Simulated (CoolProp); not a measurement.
CH3F (R41) along the isotherm 222.9 K: density (kg/m³) from the reference equation and from simpler models built on Tc = 317.3 K, pc = 5.906 MPa, ω = 0.200; each cubic takes its own stable root.

Model: reference Helmholtz-energy equation of state, Lemmon 2006, in CoolProp. It is a short technical equation, of lower accuracy than the large ones.

| p (MPa) | phase | reference |
|---|---|---|
| 0.187 | gas | 3.595 |
| 0.291 | gas | 5.756 |
| 0.453 | liquid | 819.2 |
| 0.705 | liquid | 819.8 |
| 1.1 | liquid | 820.6 |
| 1.71 | liquid | 821.8 |
| 2.66 | liquid | 823.7 |
| 4.14 | liquid | 826.5 |
| 6.45 | liquid | 830.8 |
| 10 | liquid | 837.0 |
| 15.6 | liquid | 846.1 |
| 24.4 | liquid | 858.8 |
| 37.9 | liquid | 875.8 |
| 59.1 | liquid | 898.3 |

Question: How far does each simpler model (van der Waals, Redlich-Kwong, Soave-Redlich-Kwong, Peng-Robinson) lie from the reference over these 14 states: mean and median of the absolute difference, and the worst?

Answer: 
- van der Waals: mean 50.5 %, median 45.6 %, worst -98.9 % at 222.9 K and 0.453 MPa
- Redlich-Kwong: mean 24.9 %, median 22.4 %, worst -98.9 % at 222.9 K and 0.453 MPa
- Soave-Redlich-Kwong: mean 17.8 %, median 20.5 %, worst -20.9 % at 222.9 K and 0.453 MPa
- Peng-Robinson: mean 9.0 %, median 10.3 %, worst -10.4 % at 222.9 K and 0.453 MPa

At some of these states van der Waals, Redlich-Kwong gives the other phase, because its saturation line lies elsewhere.
